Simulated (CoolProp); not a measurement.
Vapour-liquid equilibrium of n-hexane (1) + toluene (2) at 436.9 K; x and y are mole fractions of (1).

Model: multi-fluid Helmholtz-energy mixture model, Thol 2019 and Lemmon 2006; pair parameters Bell 2016, in CoolProp.

| x | bubble pressure (kPa) | y at the bubble point | dew pressure at overall composition x (kPa) | liquid density (mol/L) |
|---|---|---|---|---|
| 0.05 | 413.9 | 0.134 | 386.7 | 7.716 |
| 0.2 | 525.1 | 0.398 | 437.5 | 7.388 |
| 0.35 | ___ | 0.563 | 501.3 | 7.071 |
| 0.5 | ___ | 0.685 | 581.6 | 6.764 |
| 0.65 | ___ | 0.787 | 681.5 | 6.468 |
| 0.8 | 869.6 | ___ | 800.3 | 6.181 |
| 0.95 | 949.8 | 0.970 | 931.8 | 5.903 |

Problem. Some entries are withheld; supply them.

Solution. 
- 0.35, bubble pressure (kPa): 621.0
- 0.5, bubble pressure (kPa): 707.7
- 0.65, bubble pressure (kPa): 789.5
- 0.8, y at the bubble point: 0.880

No azeotrope shows between x = 0.05 and 0.95.

The pair parameters rest on a limited set of measurements; away from them the model extrapolates.
